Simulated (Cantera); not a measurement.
Feed: 1 mol Cr, 2.1 mol N2O, 48 mol N2, at 1773.15 K.

Cantera equilibrium calculation (NASA polynomials, part measured and part estimated; ideal gas, pure solids and liquids). Candidate condensed phases: Cr, CrN, Cr2N, Cr2O3; 14 gas species. Rates play no part.

**Question.** Which condensed phases are stable at each of these points (P (Pa)): 0.100, 1, 10, 100, 1000, 10000, 100000, 1000000?

**Answer.** 
| P (Pa) | condensed phases | Cr condensed (%) |
|---|---|---|
| 0.100 | gas only | 0.0 |
| 1 | Cr2O3(s) | 89.5 |
| 10 | Cr2O3(s) | 98.7 |
| 100 | Cr2O3(s) | 99.8 |
| 1000 | Cr2O3(s) | 100.0 |
| 10000 | Cr2O3(s) | 100.0 |
| 100000 | Cr2O3(s) | 100.0 |
| 1000000 | Cr2O3(s) | 100.0 |

At 0.100 Pa nothing is condensed. From 1.00 Pa to 1000000 Pa the condensed part is Cr2O3(s).
